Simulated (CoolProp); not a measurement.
Propyne at 458.96 K and 0.186 MPa is throttled through a valve to 0.00771 MPa with no heat exchange. Each further row changes one setting.

The numbers come from the reference Helmholtz-energy equation of state, Polt 1992 in CoolProp. This equation is an older, rougher fit.

```tsv
case	temperature change (K)	final density (kg/m³)
as stated	-1.1	[?]
outlet pressure 0.00231 MPa	-1.2	[?]
outlet pressure 0.01 MPa	-1.1	[?]
```

Q: Complete the blanks.

A: 
- as stated, final density (kg/m³): 0.0812
- outlet pressure 0.00231 MPa, final density (kg/m³): 0.0243
- outlet pressure 0.01 MPa, final density (kg/m³): 0.105
